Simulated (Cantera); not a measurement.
**Diamond growth**

A diamond (100) surface in a fixed gas of H2 with x(CH4) = 0.0055, x(CH3) = 1.1e-05, at 1025 K, 82.5 Torr; coverages are run to steady state.

Cantera simulation using the Harris–Goodwin 1993 mechanism for the reconstructed diamond (100) surface; the numbers are that mechanism's predictions, not measurements.

| x(H) | growth (µm/h) | θ c6HH | θ c6H* | θ c6*H | θ c6** | θ c6HM |
|---|---|---|---|---|---|---|
| 0.0001 | 0.207 | 0.607 | 0.0182 | 0.347 | 0.00519 | 0.0154 |
| 0.0002 | 0.335 | 0.589 | 0.0192 | 0.367 | 0.00730 | 0.0126 |
| 0.00042 | 0.474 | 0.580 | 0.0199 | 0.379 | 0.00914 | 0.00849 |
| 0.00085 | 0.576 | 0.576 | 0.0202 | 0.386 | 0.0103 | 0.00511 |
| 0.0017 | 0.641 | 0.575 | 0.0204 | 0.390 | 0.0110 | 0.00285 |
| 0.0036 | 0.681 | 0.574 | 0.0206 | 0.392 | 0.0114 | 0.00143 |
| 0.0073 | 0.701 | 0.574 | 0.0207 | 0.393 | 0.0116 | 0.000726 |
| 0.015 | 0.712 | 0.574 | 0.0209 | 0.393 | 0.0117 | 0.000359 |
| 0.03 | 0.719 | 0.574 | 0.0213 | 0.393 | 0.0118 | 0.000181 |
θ: site fractions in the mechanism's names (c6HH fully hydrogenated, c6H* and c6*H radical sites, c6** diradical, c6HM methylated).
